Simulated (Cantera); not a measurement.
**Thermodynamics of hydrogen reduction and annealing atmospheres, feed Nb₂O₅ + H₂**

A closed system holds: 1 mol Nb₂O₅, 0.86 mol H₂, equilibrated at 1025 °C and 0.100 bar.

Equilibrium computed with Cantera from the NASA thermochemical tables; the gas is ideal and each condensed phase is pure. Candidate condensed phases: H₂O, Nb, NbO, NbO₂, Nb₂O₅; 12 gas species. Mutual solubility and eutectic melting of coexisting phases are not modelled. Condensed phases not in the tables: the oxides between NbO₂ and Nb₂O₅. Rates play no part.

The x(H₂) is 0.964 and the x(H₂O) is 0.0362. The x(H) is 3.33e-6 and the n(NbO₂(s)) is 0.0622 mol. The n(Nb₂O₅(s)) comes out as 0.969 mol, the gas amount is 0.8600 mol and the log10 activity of Nb(s) (absent) is -5.67.
